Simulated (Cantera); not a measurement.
An adiabatic, constant-volume homogeneous reactor starts with C2H4 : O2 : N2 : H2O = 1 : 4.17 : 15.7 : 5.3 (molar parts), equivalence ratio 0.72, at 1150 K and 0.493 atm. Integrator tolerance rtol = 1e-08.

Computed with Cantera and GRI-Mech 3.0 (53 species, 325 reactions). GRI-Mech 3.0 was tuned for natural gas; its chemistry of ethylene as a main component is partial and can be far from experiment.

### Question
What does this change do: H2O 5.3 to 7.5 parts?

### Answer
| quantity | before | after |
|---|---|---|
| time of steepest temperature rise | 1.33 ms | 1.43 ms |
| temperature at 5.00 s | 2450 K | 2371 K |
| equilibrium temperature | 2450 K | 2371 K |
| x(C2H4) at 5.00 s | <1e-12 (gas-phase equilibrium <1e-12) | <1e-12 (gas-phase equilibrium <1e-12) |
| x(O2) at 5.00 s | 0.0431 (gas-phase equilibrium 0.0431) | 0.0396 (gas-phase equilibrium 0.0396) |
| x(H2O) at 5.00 s | 0.262 (gas-phase equilibrium 0.262) | 0.321 (gas-phase equilibrium 0.321) |
| x(CH3) at 5.00 s | <1e-12 (gas-phase equilibrium <1e-12) | <1e-12 (gas-phase equilibrium <1e-12) |
| x(O) at 5.00 s | 0.00227 (gas-phase equilibrium 0.00227) | 0.00145 (gas-phase equilibrium 0.00145) |
| x(HO2) at 5.00 s | 6.31e-6 (gas-phase equilibrium 6.31e-6) | 5.19e-6 (gas-phase equilibrium 5.19e-6) |
